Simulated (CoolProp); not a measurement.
Aqueous ethanol as a coolant, 42 % by mass, freezing at -31.3 °C, 1 atm.

Values from CoolProp's Melinder's fits for secondary coolants.

| T (°C) | Prandtl number | viscosity (mPa s) | conductivity (W/(m K)) | density (kg/m³) |
|---|---|---|---|---|
| -7.2 | 116 | 10.4 | 0.341 | 950.8 |
| -3.2 | 92.8 | 8.34 | 0.343 | 948.0 |
| 0.9 | 75.1 | 6.72 | 0.344 | 945.1 |
| 4.9 | 61.8 | 5.51 | 0.346 | 942.2 |
| 9 | 51.3 | 4.56 | 0.348 | 939.3 |
| 13 | 43.2 | 3.83 | 0.349 | 936.4 |
| 17.1 | 36.6 | 3.23 | 0.351 | 933.3 |
| 21.1 | 31.4 | 2.77 | 0.352 | 930.3 |
| 25.2 | 27.1 | 2.38 | 0.354 | 927.2 |
| 29.2 | 23.6 | 2.07 | 0.355 | 924.2 |
| 33.3 | 20.6 | 1.81 | 0.357 | 921.0 |
| 37.3 | 18.1 | 1.59 | 0.358 | 917.9 |
